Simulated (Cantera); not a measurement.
An isothermal, constant-pressure homogeneous reactor starts with 8.03 % H2, 9.02 % O2, 83.0 % N2, at 950 K and 1.00 bar.

Detailed kinetics in Cantera: the H2/O2 subset of GRI-Mech 3.0, which has no nitrogen chemistry. The temperature is held fixed by assumption; the heat of reaction is taken as removed at once.

x: mole fraction; the columns are a selection and need not sum to one.

| t (s) | x H2 | x O2 | x H | x H2O | x OH | x O |
|---|---|---|---|---|---|---|
| 2.00e-6 | 0.0803 | 0.0902 | 2.28e-12 | <1e-12 | <1e-12 | <1e-12 |
| 5.92e-6 | 0.0803 | 0.0902 | 6.05e-12 | <1e-12 | <1e-12 | <1e-12 |
| 1.75e-5 | 0.0803 | 0.0902 | 1.55e-11 | 7.34e-12 | <1e-12 | 2.48e-12 |
| 5.20e-5 | 0.0803 | 0.0902 | 4.05e-11 | 7.09e-11 | 2.46e-12 | 8.42e-12 |
| 0.000154 | 0.0803 | 0.0902 | 1.02e-10 | 5.95e-10 | 6.54e-12 | 2.31e-11 |
| 0.000456 | 0.0803 | 0.0902 | 2.17e-10 | 4.22e-9 | 1.41e-11 | 5.03e-11 |
| 0.00135 | 0.0803 | 0.0902 | 4.09e-10 | 2.49e-8 | 2.68e-11 | 9.54e-11 |
| 0.00400 | 0.0803 | 0.0902 | 1.63e-9 | 1.97e-7 | 1.07e-10 | 3.79e-10 |
| 0.0118 | 0.0802 | 0.0901 | (withheld) | (withheld) | (withheld) | (withheld) |
| 0.0351 | 0.0387 | 0.0704 | 5.93e-7 | 0.0431 | 1.44e-7 | 2.03e-7 |
| 0.104 | 0.0308 | 0.0666 | 7.67e-7 | 0.0513 | 2.48e-7 | 2.95e-7 |
| 0.308 | 0.0152 | 0.0592 | 3.83e-7 | 0.0676 | 2.31e-7 | 2.38e-7 |
| 0.912 | 0.00231 | 0.0532 | 5.41e-8 | 0.0812 | 1.84e-7 | 1.24e-7 |
| 2.70 | 0.000176 | 0.0522 | 1.27e-9 | 0.0834 | 5.37e-8 | 1.02e-8 |
| 8.00 | 2.68e-5 | 0.0521 | 5.25e-11 | 0.0836 | 1.40e-8 | 5.54e-10 |

Problem. Complete the blanks.

Solution. 
- 0.0118, x H: 1.63e-6
- 0.0118, x H2O: 6.55e-5
- 0.0118, x OH: 1.68e-7
- 0.0118, x O: 3.64e-7
